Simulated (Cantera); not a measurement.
A freely propagating, adiabatic, planar premixed flame of 40.5 % H2, 10.6 % O2, 44.9 % N2, 3.93 % H2O, equivalence ratio 1.9, unburnt at 300 K and 82000 Pa; mixture-averaged transport, grid criteria slope 0.08 and curve 0.16, no radiation.

Model: the H2/O2 subset of GRI-Mech 3.0, which has no nitrogen chemistry, integrated in Cantera. Burning velocities carry a grid error of a few per cent, more on coarse grids.

x: mole fraction of selected species; z is measured from the peak of heat release.

```csv
z (mm),T (K),u (m/s),x H2,x O2,x H2O,x HO2,x O,x H2O2
-1.20,300,2.48,0.405,0.106,0.0393,<1e-8,<1e-8,<1e-8
-0.798,300,2.48,0.405,0.106,0.0393,<1e-8,<1e-8,<1e-8
-0.599,300,2.48,0.405,0.106,0.0393,<1e-8,<1e-8,<1e-8
-0.399,300,2.48,0.405,0.107,0.0393,7.19e-8,<1e-8,<1e-8
-0.200,314,2.58,0.400,0.107,0.0398,2.88e-5,4.89e-7,4.40e-6
-0.0998,490,3.92,0.377,0.106,0.0511,0.000430,4.51e-5,9.69e-5
0,[?],6.85,[?],[?],[?],[?],[?],[?]
0.0998,1189,9.11,0.258,0.0549,0.166,5.89e-5,0.00203,2.43e-6
0.200,1372,10.5,0.208,0.0225,0.227,2.20e-5,0.00220,9.68e-7
0.399,1521,11.5,0.183,0.00253,0.267,2.28e-6,0.000920,5.18e-7
0.798,1629,12.3,0.187,0.000388,0.273,3.53e-7,0.000538,3.22e-7
1.60,1725,12.9,0.194,0.000203,0.275,1.89e-7,0.000318,1.74e-7
3.19,1802,13.4,0.201,9.57e-5,0.278,9.56e-8,0.000154,8.30e-8
```

Q: Complete the blanks.

A: 
- 0, T (K): 881
- 0, x H2: 0.324
- 0, x O2: 0.0883
- 0, x H2O: 0.0971
- 0, x HO2: 0.000140
- 0, x O: 0.000533
- 0, x H2O2: 3.78e-5
